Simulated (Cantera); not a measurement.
Charge: 1 mol TEOS, 1.1 mol O3, 1.6 mol H2, at 5.60e-5 bar.

Method: chemical equilibrium by Gibbs-energy minimisation in Cantera with the NASA 1993 tables (ideal gas, pure condensed phases). Candidate condensed phases: C, C6H6, C7H8, C8H18, H2O, Si, SiC, SiO2; 123 gas species. The feed counts by its element totals alone. Equilibrium is a limit: real reactors are often held back by kinetics, nucleation or transport.

### Question
At 1648 K, list the 5 most abundant gas species with their mole fractions, and the condensed phases.

### Answer
H2 0.606, CO 0.377, H 0.00927, SiO 0.00783, Si 0.000140. Condensed: SiC(s).
